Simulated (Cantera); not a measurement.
A freely propagating, adiabatic, planar premixed flame of C₂H₄ : O₂ : N₂ : H₂O = 1 : 3 : 11.3 : 1.1 (molar parts), unburnt at 550 K and 3.60 bar; mixture-averaged transport, grid criteria slope 0.08 and curve 0.16, no radiation.

Model: GRI-Mech 3.0 (53 species, 325 reactions), integrated in Cantera. GRI-Mech 3.0 was tuned for natural gas; its chemistry of ethylene as a main component is partial and can be far from experiment. Burning velocities carry a grid error of a few per cent, more on coarse grids.

Problem. Predict: laminar burning velocity; thermal thickness; peak x(CH₂); peak x(CO).

Solution. 
- laminar burning velocity: 149 cm/s
- thermal thickness: 0.0852 mm
- peak x(CH₂): 6.18e-5
- peak x(CO): 0.0721
